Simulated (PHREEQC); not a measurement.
PHREEQC input (ion-association model, wateq4f.dat):

```
SOLUTION_MASTER_SPECIES
  An  An-  0  An  62.0  # stands for a non-complexing anion
SOLUTION_SPECIES
  An- = An-
    -log_k 0
    -gamma 3.0 0
PHASES
  Fix_H+
    H+ = H+
    -log_k 0
SOLUTION 1
  temp 25
  units mmol/kgw
  pH 7 charge
  As(5) 0.007
  Na 10.014
  An 10
END
SELECTED_OUTPUT 1
  -reset false
  -pH true
  -pe true
  -ionic_strength true
  -water true
  -totals As Na As(3) As(5)
  -molalities Hfo_wOH Hfo_wOH2+ Hfo_wO- Hfo_sOH Hfo_sOH2+ Hfo_sO- Hfo_wH2AsO4 Hfo_wHAsO4- Hfo_wOHAsO4-3
USER_PUNCH 1
  -headings sigma psi
  10 PUNCH EDL("sigma", "Hfo"), EDL("psi", "Hfo")
PRINT
  -reset false
USE solution 1
SURFACE 1
  Hfo_wOH 0.000292135 600 0.13
  Hfo_sOH 7.30337e-06
EQUILIBRIUM_PHASES 1
  Fix_H+ -3 HAn 10
    -force_equality true
  O2(g) -0.68 10
END
# ... the last block is repeated for the other 12 points of pH, with NaOH or the acid as the point needs
```

Selected output (columns that matter, 11 of 13 rows; pH added in front):

```
pH	mu	As	Na	m_Hfo_wOH	m_Hfo_wOH2+	m_Hfo_wO-	m_Hfo_sOH	m_Hfo_sOH2+	m_Hfo_sO-	m_Hfo_wH2AsO4	m_Hfo_wHAsO4-	m_Hfo_wOHAsO4-3	sigma	psi
3	0.01124	2.1947e-11	0.010014	3.2821e-05	0.00025222	9.7843e-08	8.4067e-07	6.4602e-06	2.5061e-09	1.6563e-06	5.2909e-06	5.2738e-08	0.31314	0.20139
3.67	0.010348	1.265e-11	0.010014	8.2393e-05	0.00020197	7.7e-07	2.1104e-06	5.1733e-06	1.9722e-08	5.8359e-07	5.8439e-06	5.7246e-07	0.24593	0.19111
4.33	0.010134	1.204e-11	0.010014	0.00013457	0.00014776	2.8078e-06	3.4469e-06	3.7846e-06	7.1917e-08	2.0424e-07	4.5662e-06	2.2295e-06	0.16998	0.1727
5.67	0.010041	2.0665e-11	0.010014	0.00019687	7.6681e-05	1.158e-05	5.0427e-06	1.9641e-06	2.966e-07	2.2685e-08	1.4297e-06	5.5476e-06	0.060242	0.12006
6.33	0.010027	4.6633e-11	0.010014	0.00020831	6.036e-05	1.6469e-05	5.3355e-06	1.546e-06	4.2182e-07	1.03e-08	8.7255e-07	6.1171e-06	0.031907	0.088613
7	0.01002	2.032e-10	0.010014	0.00021353	5.1212e-05	2.0396e-05	5.4692e-06	1.3117e-06	5.2241e-07	6.0828e-09	6.2258e-07	6.3711e-06	0.014683	0.053837
7.67	0.010016	1.8598e-09	0.010014	0.00021595	4.5922e-05	2.3264e-05	5.5313e-06	1.1762e-06	5.9588e-07	4.3224e-09	4.9895e-07	6.4949e-06	0.0040266	0.017293
8.33	0.010012	2.4823e-08	0.010014	0.00021742	4.1894e-05	2.5849e-05	5.5684e-06	1.073e-06	6.6202e-07	3.2472e-09	4.1367e-07	6.5583e-06	-0.0044936	-0.019217
9.67	0.010072	2.3109e-06	0.010082	0.00021991	2.808e-05	3.9455e-05	5.5875e-06	7.1344e-07	1.0025e-06	6.5727e-10	1.2636e-07	4.5621e-06	-0.031517	-0.087914
10.33	0.010278	5.3774e-06	0.010295	0.00021432	1.812e-05	5.8073e-05	5.3879e-06	4.5553e-07	1.4599e-06	6.7048e-11	1.9467e-08	1.6031e-06	-0.056642	-0.11637
11	0.011184	6.7049e-06	0.011214	0.00019432	9.8681e-06	8.7656e-05	4.8628e-06	2.4695e-07	2.1936e-06	2.6629e-12	1.2871e-09	2.9377e-07	-0.099731	-0.1429
```

The oxide is taken as insoluble; below pH 4 it would dissolve.
